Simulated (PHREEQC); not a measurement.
A made-up water analysis in mmol/kgw, 90 °C, pH 5.94, pe -1.4:

```csv
constituent,mmol/kgw
Na,0.165
K,0.00561
Ca,0.0501
Mg,0.00709
Cl,0.0423
S(6),0.051
Alkalinity (meq/kgw),0.143
Si,8.8e-05
Sr,0.00061
N(-3),0.000665
```

Valence states are taken as typed.

All values are PHREEQC results (ion-association model, wateq4f.dat), not measurements.

No solid was allowed to form.

Task: What charge-balance error does the model give?

Result: charge-balance error -0.1 %.

Task: In which forms is S present?

Result: SO4-2 98 %, CaSO4 1.3 %, MgSO4 0.5 % of the S.

Complexes and solids missing from the database can't appear. Away from 25 °C the constants follow the database's enthalpies or fits; those with neither stay at their 25 °C values.
